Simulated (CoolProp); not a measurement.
Vapour-liquid equilibrium of acetone (1) + n-dodecane (2) at 42.5 kPa; x and y are mole fractions of (1).

Computed with CoolProp (multi-fluid Helmholtz-energy mixture model, Lemmon 2006 and Lemmon 2004; pair parameters Bell 2016).

Task: Give the bubble temperature and the first vapour's composition at x = 0.65, 0.725, 0.8. Is there an azeotrope?

Result: x = 0.65: 309.8 K, y = 0.999; x = 0.725: 309.7 K, y = 0.999; x = 0.8: 309.3 K, y = 0.999. No azeotrope shows between x = 0.05 and 0.95.

The pair parameters rest on a limited set of measurements; away from them the model extrapolates. With so large a gap from Raoult's law the liquid may split in two, which this calculation doesn't test in full.
